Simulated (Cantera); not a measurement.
Mixture: CH4 : O2 : N2 = 1 : 3.85 : 13.5 (molar parts), equivalence ratio 0.52, at 750 Torr, adiabatic and at constant volume. Ignition delay is the time to a rise of 400 K.

Model: GRI-Mech 3.0 (53 species, 325 reactions), integrated in Cantera.

Predict: delay at 1150 K; delay at 1350 K; delay at 1550 K; delay at 1750 K; delay at 1950 K; apparent activation energy between 1850 and 2050 K.


- delay at 1150 K: 61.9 ms
- delay at 1350 K: 4.14 ms
- delay at 1550 K: 0.556 ms
- delay at 1750 K: 0.134 ms
- delay at 1950 K: 45.3 µs
- apparent activation energy between 1850 and 2050 K: 150 kJ/mol
